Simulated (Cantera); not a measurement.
Charge: 1 mol borazine, 9.6 mol H₂O, 0.18 mol N₂, equilibrated at 13.3 mbar.

Method: chemical equilibrium by Gibbs-energy minimisation in Cantera with the NASA 1993 tables (ideal gas, pure condensed phases). Candidate condensed phases: B, BN, B₂O₃, B₃O₃H₃, H₂O; 39 gas species. The feed counts by its element totals alone. Gases not in the tables: H₃BO₃. Kinetics and transport are ignored.

### Question
At 1000 °C, list the 4 most abundant gas species with their mole fractions, and the condensed phases.

### Answer
H₂ 0.522, H₂O 0.349, N₂ 0.117, HBO₂ 0.0113. Condensed: B₂O₃(l).
